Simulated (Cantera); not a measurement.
What does this Cantera script print?

```python
import numpy as np
import cantera as ct

gas_names = """
    H H2 N NH NH2 NH3 N2 N2H2 N2H4 Si SiH SiH2 SiH3 SiH4 SiN Si2 Si2N Si3
""".split()
cond_names = """
    Si(cr) Si(L) Si3N4(a)
""".split()


# ... load() reads the species with a 1 bar reference pressure and builds the phases ...
atoms = {
    'trisilylamine': {'Si': 3, 'N': 1, 'H': 9},
    'NH3': {'N': 1, 'H': 3},
    'H2': {'H': 2},
}
top_T = {'Si3N4(a)': 2400}  # K; cautious upper limits of use, not melting points


# ... equilibrate(T, P, feed) seeds the gas with the atoms and calls Mixture.equilibrate('TP', solver="vcs", rtol=1e-11, max_steps=5000) ...
results = []
feed = {'trisilylamine': 1, 'NH3': 0.34, 'H2': 6.8}  # mol
T = 1423  # K
for P in [5, 21, 85, 350, 1400, 5900, 24000, 100000]:
    mix = equilibrate(T, P, feed)
    results.append((T, P, feed, dict(zip(mix.species_names, mix.species_moles))))

top = {s: max(r[3][s] / sum(r[3][g] for g in gas_names) for r in results) for s in gas_names}
cols = sorted((s for s in top if top[s] > 0.001), key=lambda s: -top[s])[:5]
seen = [c for c in cond_names if any(r[3].get(c, 0) > 1e-12 for r in results)]
print("log10 of partial pressures in bar; condensed amounts in mol")
print(f"{'P/Pa':>10s}" + "".join(f"{s[:9]:>10s}" for s in cols + seen))
for T, P, feed, n in results:
    ng = sum(n[g] for g in gas_names)
    print(f"{P:10.4g}" + "".join(f"{np.log10(max(n[s] / ng * P / 1e5, 1e-99)):10.3f}" for s in cols)
          + "".join(f"{n.get(c, 0):10.4g}" for c in seen))
```

Output:

```
log10 of partial pressures in bar; condensed amounts in mol
      P/Pa        H2        N2    Si(cr)  Si3N4(a)
         5    -4.325    -5.571         3         0
        21    -3.698    -5.019     2.841    0.0528
        85    -3.076    -5.019     2.197    0.2677
       350    -2.457    -5.019     2.044    0.3188
      1400    -1.854    -5.019     2.007     0.331
      5900    -1.229    -5.019     1.998     0.334
   2.4e+04    -0.620    -5.019     1.996    0.3348
     1e+05    -0.000    -5.019     1.995    0.3349
```

Cantera equilibrium calculation (NASA polynomials, part measured and part estimated; ideal gas, pure solids and liquids). The feed counts by its element totals alone. Mutual solubility and eutectic melting of coexisting phases are not modelled.
